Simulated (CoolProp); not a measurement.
A single-stage vapour-compression cycle with the fluid: evaporating at 255.15 K (dew point), condensing at 318.15 K (bubble point), superheat 8 K, subcooling 2 K, compressor efficiency 0.8, no pressure losses. The same conditions are run with several fluids, on thermodynamics alone (safety and materials aside).

The numbers come from the reference Helmholtz-energy equation of state of each fluid (propylene: Lemmon 2013; n-perfluoropentane: Gao 2022; R142b: Lemmon 2006; R134a: Tillner-Roth 1994; R143a: Lemmon and Jacobsen 2000; R227EA: Lemmon 2016) in CoolProp.

| fluid | cooling COP | pressure ratio | discharge temperature (K) | refrigerating effect (kJ/kg) | volumetric capacity (kJ/m³) |
|---|---|---|---|---|---|
| propylene | … | 5.62 | 351.9 | 259 | 1760 |
| n-perfluoropentane | 1.90 | 14.6 | 318.1 | 46.8 | 74.3 |
| R142b | 2.52 | 8.59 | 345.7 | 156 | 514 |
| R134a | 2.36 | 8.02 | 344.6 | … | 945 |
| R143a | 2.10 | 6.07 | … | 116 | 1660 |
| R227EA | 2.06 | 8.53 | 318.1 | 68.3 | 522 |

Task: Some entries are withheld; supply them.

Result: 
- propylene, cooling COP: 2.32
- R134a, refrigerating effect (kJ/kg): 133
- R143a, discharge temperature (K): 343.6

The compression ends wet for: n-perfluoropentane; R227EA.
